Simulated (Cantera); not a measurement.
An isothermal, constant-pressure homogeneous reactor starts with C₂H₆ : N₂ = 1 : 3.5 (molar parts), at 1050 K and 0.220 bar. Integrator tolerance rtol = 1e-08.

Cantera simulation using GRI-Mech 3.0 (53 species, 325 reactions); the numbers are that mechanism's predictions, not measurements. GRI-Mech 3.0 stops at C3 and has no aromatics, soot or wall deposition, so with more carbon than oxygen in the feed, carbon stays in small species such as C2H2 where larger ones or solid carbon would form.

Q: What does this change do: temperature 1050 to 1825 K?

A: 
```csv
quantity,before,after
x(C₂H₆) at 70.0 s,0.00534 (gas-phase equilibrium 0.000340),1.55e-8 (gas-phase equilibrium 9.04e-9)
x(CH₂) at 70.0 s,<1e-12 (gas-phase equilibrium <1e-12),4.72e-8 (gas-phase equilibrium 3.61e-8)
x(CH₃) at 70.0 s,6.13e-7 (gas-phase equilibrium 3.49e-7),2.41e-5 (gas-phase equilibrium 1.84e-5)
x(C₂H) at 70.0 s,<1e-12 (gas-phase equilibrium <1e-12),2.54e-6 (gas-phase equilibrium 1.48e-6)
x(H₂) at 70.0 s,0.156 (gas-phase equilibrium 0.0338),0.306 (gas-phase equilibrium 0.307)
x(HCN) at 70.0 s,<1e-12 (gas-phase equilibrium 0.0391),0.000304 (gas-phase equilibrium 0.129)
x(CH₄) at 70.0 s,0.0434 (gas-phase equilibrium 0.207),0.000700 (gas-phase equilibrium 0.000536)
```

Q: What does this change do: pressure from 0.220 bar to 100.0 Torr?

A: 
```csv
quantity,before,after
x(C₂H₆) at 70.0 s,0.00534 (gas-phase equilibrium 0.000340),0.00349 (gas-phase equilibrium 0.000244)
x(CH₂) at 70.0 s,<1e-12 (gas-phase equilibrium <1e-12),<1e-12 (gas-phase equilibrium <1e-12)
x(CH₃) at 70.0 s,6.13e-7 (gas-phase equilibrium 3.49e-7),6.17e-7 (gas-phase equilibrium 3.80e-7)
x(C₂H) at 70.0 s,<1e-12 (gas-phase equilibrium <1e-12),<1e-12 (gas-phase equilibrium <1e-12)
x(H₂) at 70.0 s,0.156 (gas-phase equilibrium 0.0338),0.173 (gas-phase equilibrium 0.0442)
x(HCN) at 70.0 s,<1e-12 (gas-phase equilibrium 0.0391),<1e-12 (gas-phase equilibrium 0.0415)
x(CH₄) at 70.0 s,0.0434 (gas-phase equilibrium 0.207),0.0333 (gas-phase equilibrium 0.200)
```
